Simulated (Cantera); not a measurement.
**Thermodynamics of abatement and gas-phase synthesis, feed H2S + H2O + H2**

A closed system holds: 1 mol H2S, 0.49 mol H2O, 0.17 mol H2, equilibrated at 10.0 Torr.

Cantera equilibrium calculation (NASA polynomials, part measured and part estimated; ideal gas, pure solids and liquids). Candidate condensed phases: H2O, H2SO4, S; 19 gas species. Gases not in the tables: S3 to S7. The numbers say what is thermodynamically allowed, not how fast it happens.

From 873 K to 3473 K nothing is condensed.

```json
[
 {"T (K)": "873", "log p H": "-11.74", "log p H2S": "-2.10", "log p H2": "-2.83", "log p H2O": "-2.41", "log p S": "-11.89", "log p S2": "-4.18", "log p O": "<-13", "log p SO": "-9.81", "log p SH": "-7.16", "log p SO2": "-7.31", "log p OH": "<-13"},
 {"T (K)": "1073", "log p H": "-9.11", "log p H2S": "-2.24", "log p H2": "-2.52", "log p H2O": "-2.43", "log p S": "-8.92", "log p S2": "-3.06", "log p O": "<-13", "log p SO": "-7.48", "log p SH": "-5.61", "log p SO2": "-5.93", "log p OH": "-11.46"},
 {"T (K)": "1273", "log p H": "-7.29", "log p H2S": "-2.53", "log p H2": "-2.30", "log p H2O": "-2.48", "log p S": "-7.09", "log p S2": "-2.71", "log p O": "<-13", "log p SO": "-6.12", "log p SH": "-4.76", "log p SO2": "-5.24", "log p OH": "-9.41"},
 {"T (K)": "1473", "log p H": "-6.00", "log p H2S": "-2.88", "log p H2": "-2.20", "log p H2O": "-2.51", "log p S": "-5.83", "log p S2": "-2.60", "log p O": "-11.74", "log p SO": "-5.12", "log p SH": "-4.24", "log p SO2": "-4.66", "log p OH": "-7.89"},
 {"T (K)": "1673", "log p H": "-5.03", "log p H2S": "-3.21", "log p H2": "-2.16", "log p H2O": "-2.54", "log p S": "-4.89", "log p S2": "-2.57", "log p O": "-9.67", "log p SO": "-4.37", "log p SH": "-3.89", "log p SO2": "-4.19", "log p OH": "-6.72"},
 {"T (K)": "1873", "log p H": "-4.26", "log p H2S": "-3.50", "log p H2": "-2.14", "log p H2O": "-2.59", "log p S": "-4.17", "log p S2": "-2.58", "log p O": "-8.05", "log p SO": "-3.81", "log p SH": "-3.64", "log p SO2": "-3.87", "log p OH": "-5.82"},
 {"T (K)": "2073", "log p H": "-3.65", "log p H2S": "-3.77", "log p H2": "-2.14", "log p H2O": "-2.67", "log p S": "-3.62", "log p S2": "-2.64", "log p O": "-6.78", "log p SO": "-3.41", "log p SH": "-3.46", "log p SO2": "-3.71", "log p OH": "-5.13"},
 {"T (K)": "2273", "log p H": "-3.15", "log p H2S": "-4.04", "log p H2": "-2.15", "log p H2O": "-2.79", "log p S": "-3.19", "log p S2": "-2.75", "log p O": "-5.77", "log p SO": "-3.15", "log p SH": "-3.36", "log p SO2": "-3.67", "log p OH": "-4.60"},
 {"T (K)": "2473", "log p H": "-2.75", "log p H2S": "-4.36", "log p H2": "-2.20", "log p H2O": "-2.96", "log p S": "-2.89", "log p S2": "-2.95", "log p O": "-4.94", "log p SO": "-3.01", "log p SH": "-3.36", "log p SO2": "-3.73", "log p OH": "-4.21"},
 {"T (K)": "2673", "log p H": "-2.45", "log p H2S": "-4.78", "log p H2": "-2.31", "log p H2O": "-3.17", "log p S": "-2.71", "log p S2": "-3.29", "log p O": "-4.23", "log p SO": "-2.97", "log p SH": "-3.47", "log p SO2": "-3.86", "log p OH": "-3.90"},
 {"T (K)": "2873", "log p H": "-2.24", "log p H2S": "-5.34", "log p H2": "-2.52", "log p H2O": "-3.46", "log p S": "-2.64", "log p S2": "-3.74", "log p O": "-3.63", "log p SO": "-3.02", "log p SH": "-3.69", "log p SO2": "-4.07", "log p OH": "-3.70"},
 {"T (K)": "3073", "log p H": "-2.12", "log p H2S": "-5.98", "log p H2": "-2.82", "log p H2O": "-3.95", "log p S": "-2.61", "log p S2": "-4.20", "log p O": "-3.21", "log p SO": "-3.21", "log p SH": "-3.99", "log p SO2": "-4.50", "log p OH": "-3.70"},
 {"T (K)": "3273", "log p H": "-2.07", "log p H2S": "-6.65", "log p H2": "-3.20", "log p H2O": "-4.65", "log p S": "-2.58", "log p S2": "-4.61", "log p O": "-3.00", "log p SO": "-3.53", "log p SH": "-4.31", "log p SO2": "-5.19", "log p OH": "-3.91"},
 {"T (K)": "3473", "log p H": "-2.05", "log p H2S": "-7.31", "log p H2": "-3.59", "log p H2O": "-5.42", "log p S": "-2.57", "log p S2": "-4.98", "log p O": "-2.92", "log p SO": "-3.92", "log p SH": "-4.62", "log p SO2": "-6.02", "log p OH": "-4.22"}
]
```
log p: log10 of the partial pressure in bar; nothing condenses.
